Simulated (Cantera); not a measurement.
Charge: 1 mol V2O3, 160 mol H2, held at 0.00160 bar.

These are equilibrium values from Cantera (NASA tables, ideal gas, pure condensed phases), not measurements of a reactor. Candidate condensed phases: H2O, V, VO, V2O3, V2O4, V2O5; 12 gas species. VO: taken at fixed stoichiometry. Rates play no part.

Question: At 2000 K, list the 4 most abundant gas species with their mole fractions, and the condensed phases.

Answer: H2 0.953, H 0.0397, H2O 0.00477, VO2 0.00141. Condensed: VO(s).
